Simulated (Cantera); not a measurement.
A perfectly stirred reactor is fed with H2 : O2 : N2 = 1.4 : 1 : 10 (molar parts), equivalence ratio 0.70, at 0.257 atm; it is held at 1400 K, and followed from long to short residence time.

Computed with Cantera and the H2/O2 subset of GRI-Mech 3.0, which has no nitrogen chemistry. The temperature is held fixed by assumption; the heat of reaction is taken as removed at once.

### Question
What does this change do: temperature 1400 to 1100 K?

### Answer
| quantity | before | after |
|---|---|---|
| x(H2) at τ = 3.40 s | 0.000115 | 0.000144 |
| x(O2) at τ = 3.40 s | 0.0256 | 0.0257 |
| x(H2O) at τ = 3.40 s | 0.119 | 0.119 |
| x(H2O2) at τ = 3.40 s | 6.90e-8 | 3.87e-7 |
| x(O) at τ = 3.40 s | 4.38e-5 | 1.66e-5 |
| x(H2) at τ = 44.0 ms | 0.00195 | 0.00222 |
| x(O2) at τ = 44.0 ms | 0.0261 | 0.0266 |
| x(H2O) at τ = 44.0 ms | 0.116 | 0.117 |
| x(H2O2) at τ = 44.0 ms | 3.72e-7 | 9.99e-7 |
| x(O) at τ = 44.0 ms | 0.000788 | 0.000304 |
